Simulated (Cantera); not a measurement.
A Cantera script and what it prints.

```python
import numpy as np
import cantera as ct

gas_names = """
    C CH CH2 CH3 CH2OH CH3O CH4 CH3OH CO COS CO2 COOH CS CS2 C2 C2H CHCO,ketyl C2H2,acetylene
    C2H2,vinylidene CH2CO,ketene C2H3,vinyl CH3CO,acetyl C2H4 C2H4O,ethylen CH3CHO,ethanal CH3COOH
    (HCOOH)2 C2H5 C2H6 CH3OCH3 C2H5OH C2O C3 C3H3,propargyl C3H4,allene C3H4,propyne C3H4,cyclo-
    C3H5,allyl C3H6,propylene C3H6,cyclo- C3H6O C3H7,n-propyl C3H7,i-propyl C3H8 C3H8O,1propanol
    C3H8O,2propanol C3O2 C4 C4H2 C4H4,1,3-cyclo- C4H6,butadiene C4H6,2-butyne C4H6,cyclo- C4H8,1-butene
    C4H8,cis2-buten C4H8,tr2-butene C4H8,isobutene C4H8,cyclo- (CH3COOH)2 C4H9,n-butyl C4H9,i-butyl
    C4H9,s-butyl C4H9,t-butyl C4H10,isobutane C4H10,n-butane C5 C5H6,1,3cyclo- C5H8,cyclo-
    C5H10,1-pentene C5H10,cyclo- C5H11,pentyl C5H11,t-pentyl C5H12,n-pentane C5H12,i-pentane
    CH3C(CH3)2CH3 C6H2 C6H5,phenyl C6H5O,phenoxy C6H6 C6H5OH,phenol C6H10,cyclo- C6H12,1-hexene
    C6H12,cyclo- C6H13,n-hexyl C7H7,benzyl C7H8 C7H8O,cresol C7H14,1-heptene C7H15,n-heptyl
    C7H16,n-heptane C8H8,styrene C8H10,ethylbenz C8H16,1-octene C8H17,n-octyl C8H18,isooctane
    C8H18,n-octane C9H19,n-nonyl C10H8,naphthale C10H21,n-decyl C12H9,o-bipheny C12H10,bipheny Fe FeC5O5
    FeO Fe(OH)2 H HCO HO2 H2 HCHO,formaldehy HCOOH H2O H2O2 H2S H2SO4 O OH O2 O3 S SH SO SO2 SO3 S2 S2O
    S8
""".split()
cond_names = """
    C(gr) C6H6(L) C7H8(L) C8H18(L),n-octa Fe(a) Fe(c) Fe(d) Fe(L) FeC5O5(L) FeO(s) FeO(L) Fe(OH)2(s)
    Fe(OH)3(s) FeS(a) FeS(b) FeS(c) FeS(L) FeSO4(s) FeS2(s) Fe2O3(s) Fe2S3O12(s) Fe3O4(s) H2O(s) H2O(L)
    H2SO4(L) S(cr1) S(cr2) S(L)
""".split()


def load(file, names, dense=False):
    # The tables refer to 1 bar. Condensed volumes are neglected.
    table = {s.name: s for s in ct.Species.list_from_file(file)}
    out = []
    for n in names:
        d = dict(table[n].input_data)
        d["thermo"] = dict(d["thermo"], **{"reference-pressure": 1e5})
        if dense:
            d["equation-of-state"] = {"model": "constant-volume", "density": "1e6 g/cm^3"}
        out.append(ct.Species.from_dict(d))
    return out


gas = ct.Solution(thermo="ideal-gas", species=load("nasa_gas.yaml", gas_names))
cond = {s.name: ct.Solution(thermo="fixed-stoichiometry", species=[s], name=s.name)
        for s in load("nasa_condensed.yaml", cond_names, dense=True)}
atoms = {
    'Fe2O3': {'Fe': 2, 'O': 3},
    'H2S': {'H': 2, 'S': 1},
    'CO2': {'C': 1, 'O': 2},
}
top_T = {'C(gr)': 4500, 'FeSO4(s)': 950, 'FeS2(s)': 1010, 'Fe2O3(s)': 1830, 'Fe2S3O12(s)': 1100, 'Fe3O4(s)': 1870}  # K; cautious upper limits of use, not melting points


def equilibrate(T, P, feed):
    n = {}
    for name, mol in feed.items():
        for a, k in atoms[name].items():
            n[a] = n.get(a, 0.0) + k * mol
    gas.TPX = T, P, n
    mass = sum(n.values()) * gas.mean_molecular_weight
    gas.equilibrate("TP")
    valid = [c for c in cond.values() if c.min_temp <= T <= top_T.get(c.name, c.max_temp)]
    mix = ct.Mixture([(gas, mass / gas.mean_molecular_weight)] + [(c, 0.0) for c in valid])
    mix.T, mix.P = T, P
    mix.equilibrate("TP", solver="vcs", rtol=1e-11, max_steps=5000)
    return mix


results = []
feed = {'Fe2O3': 1, 'H2S': 0.99, 'CO2': 0.12}  # mol
T = 1550  # K
for P in [1000, 2600, 6700, 17000, 45000, 120000, 300000, 770000, 2000000]:
    mix = equilibrate(T, P, feed)
    results.append((T, P, feed, dict(zip(mix.species_names, mix.species_moles))))

top = {s: max(r[3][s] / sum(r[3][g] for g in gas_names) for r in results) for s in gas_names}
cols = sorted((s for s in top if top[s] > 0.001), key=lambda s: -top[s])[:8]
seen = [c for c in cond_names if any(r[3].get(c, 0) > 1e-12 for r in results)]
print("log10 of partial pressures in bar; condensed amounts in mol")
print(f"{'P/Pa':>10s}" + "".join(f"{s[:9]:>10s}" for s in cols + seen))
for T, P, feed, n in results:
    ng = sum(n[g] for g in gas_names)
    print(f"{P:10.4g}" + "".join(f"{np.log10(max(n[s] / ng * P / 1e5, 1e-99)):10.3f}" for s in cols)
          + "".join(f"{n.get(c, 0):10.4g}" for c in seen))
```

Output:

```
log10 of partial pressures in bar; condensed amounts in mol
      P/Pa       H2O       SO2        S2        H2       CO2        CO       H2S        SO    FeO(s)    FeS(L)
      1000    -2.348    -2.866    -2.759    -2.861    -3.405    -3.472    -3.782    -4.052     1.857     0.143
      2600    -1.890    -2.395    -2.445    -2.560    -2.913    -3.136    -3.324    -3.738     1.747    0.2528
      6700    -1.446    -1.941    -2.142    -2.267    -2.441    -2.816    -2.880    -3.436      1.66    0.3404
   1.7e+04    -1.017    -1.505    -1.851    -1.984    -1.990    -2.511    -2.451    -3.145     1.592    0.4081
   4.5e+04    -0.576    -1.057    -1.553    -1.692    -1.531    -2.200    -2.010    -2.846     1.537    0.4626
   1.2e+05    -0.136    -0.612    -1.256    -1.401    -1.078    -1.895    -1.570    -2.550     1.496    0.5039
     3e+05     0.271    -0.201    -0.982    -1.130    -0.660    -1.615    -1.163    -2.276     1.467    0.5328
   7.7e+05     0.687     0.218    -0.703    -0.854    -0.236    -1.331    -0.747    -1.996     1.445     0.555
     2e+06     1.107     0.640    -0.422    -0.574     0.189    -1.046    -0.327    -1.715     1.428    0.5717
```

Method: chemical equilibrium by Gibbs-energy minimisation in Cantera with the NASA 1993 tables (ideal gas, pure condensed phases). Metal and sulfide melt together well below either melting point, which pure phases cannot show. Mutual solubility and eutectic melting of coexisting phases are not modelled. The tables' stoichiometric FeO is somewhat more stable than real wüstite, so its field is too wide. FeO, FeS: taken at fixed stoichiometry.
